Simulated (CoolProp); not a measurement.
Octamethyltrisiloxane (MDM) along the isotherm 301.85 °C: fugacity coefficient from the reference equation and from simpler models built on Tc = 292.2 °C, pc = 1.438 MPa, ω = 0.528; each cubic takes its own stable root.

The numbers come from the reference Helmholtz-energy equation of state, Thol 2017 in CoolProp.

```json
[
 {"p (MPa)": "0.257", "phase": "gas", "reference": "0.9446", "van der Waals": "0.9493", "Redlich-Kwong": "0.9426", "Soave-Redlich-Kwong": "0.9436", "Peng-Robinson": "0.9373"},
 {"p (MPa)": "0.513", "phase": "gas", "reference": "0.8898", "van der Waals": "0.8990", "Redlich-Kwong": "0.8866", "Soave-Redlich-Kwong": "0.8885", "Peng-Robinson": "0.8768"},
 {"p (MPa)": "0.77", "phase": "gas", "reference": "0.8349", "van der Waals": "0.8485", "Redlich-Kwong": "0.8311", "Soave-Redlich-Kwong": "0.8340", "Peng-Robinson": "0.8179"},
 {"p (MPa)": "1.03", "phase": "gas", "reference": "0.7792", "van der Waals": "0.7968", "Redlich-Kwong": "0.7754", "Soave-Redlich-Kwong": "0.7794", "Peng-Robinson": "0.7596"},
 {"p (MPa)": "1.28", "phase": "gas", "reference": "0.7245", "van der Waals": "0.7456", "Redlich-Kwong": "0.7213", "Soave-Redlich-Kwong": "0.7265", "Peng-Robinson": "0.7041"},
 {"p (MPa)": "1.54", "phase": "supercritical", "reference": "0.6643", "van der Waals": "0.6860", "Redlich-Kwong": "0.6614", "Soave-Redlich-Kwong": "0.6692", "Peng-Robinson": "0.6452"},
 {"p (MPa)": "1.8", "phase": "supercritical", "reference": "0.5967", "van der Waals": "0.6182", "Redlich-Kwong": "0.5944", "Soave-Redlich-Kwong": "0.6059", "Peng-Robinson": "0.5819"},
 {"p (MPa)": "2.05", "phase": "supercritical", "reference": "0.5412", "van der Waals": "0.5671", "Redlich-Kwong": "0.5420", "Soave-Redlich-Kwong": "0.5536", "Peng-Robinson": "0.5298"},
 {"p (MPa)": "2.31", "phase": "supercritical", "reference": "0.4956", "van der Waals": "0.5252", "Redlich-Kwong": "0.4988", "Soave-Redlich-Kwong": "0.5101", "Peng-Robinson": "0.4865"},
 {"p (MPa)": "2.57", "phase": "supercritical", "reference": "0.4590", "van der Waals": "0.4918", "Redlich-Kwong": "0.4640", "Soave-Redlich-Kwong": "0.4750", "Peng-Robinson": "0.4515"},
 {"p (MPa)": "2.82", "phase": "supercritical", "reference": "0.4301", "van der Waals": "0.4657", "Redlich-Kwong": "0.4366", "Soave-Redlich-Kwong": "0.4472", "Peng-Robinson": "0.4238"},
 {"p (MPa)": "3.08", "phase": "supercritical", "reference": "0.4051", "van der Waals": "0.4433", "Redlich-Kwong": "0.4127", "Soave-Redlich-Kwong": "0.4231", "Peng-Robinson": "0.3997"},
 {"p (MPa)": "3.34", "phase": "supercritical", "reference": "0.3841", "van der Waals": "0.4246", "Redlich-Kwong": "0.3927", "Soave-Redlich-Kwong": "0.4027", "Peng-Robinson": "0.3793"},
 {"p (MPa)": "3.59", "phase": "supercritical", "reference": "0.3669", "van der Waals": "0.4095", "Redlich-Kwong": "0.3762", "Soave-Redlich-Kwong": "0.3860", "Peng-Robinson": "0.3625"}
]
```
